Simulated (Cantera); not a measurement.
Standard-state values (1 bar) from the NASA 1993 polynomials, evaluated with Cantera. Values are per mole of reaction as written; species without (g) are pure solids or liquids, kept so even where they would boil at 1 bar.

Li2O + Cl2(g) → 2 LiCl + O(g)

| T (K) | ΔH° (kJ) | ΔS° (J/K) | ΔG° (kJ) | log10 K |
|---|---|---|---|---|
| 300 | 31.4 | 18.8 | 25.8 | -4.49 |
| 375 | ___ | ___ | ___ | ___ |
| 425 | 34.7 | 28.0 | 22.8 | -2.80 |
| 475 | ___ | ___ | ___ | ___ |
| 525 | 37.0 | 32.8 | 19.7 | -1.96 |
| 575 | 38.1 | 34.8 | 18.0 | -1.64 |
| 625 | ___ | ___ | ___ | ___ |
| 675 | 40.2 | 38.3 | 14.4 | -1.11 |
| 725 | 41.4 | 39.9 | 12.4 | -0.90 |
| 775 | 42.5 | 41.4 | 10.4 | -0.70 |
| 825 | 43.7 | 42.9 | 8.3 | -0.52 |

Question: What belongs in the gaps?

Answer: 
- 375, ΔH° (kJ): 33.5
- 375, ΔS° (J/K): 25.0
- 375, ΔG° (kJ): 24.1
- 375, log10 K: -3.36
- 475, ΔH° (kJ): 35.9
- 475, ΔS° (J/K): 30.6
- 475, ΔG° (kJ): 21.3
- 475, log10 K: -2.34
- 625, ΔH° (kJ): 39.1
- 625, ΔS° (J/K): 36.6
- 625, ΔG° (kJ): 16.3
- 625, log10 K: -1.36
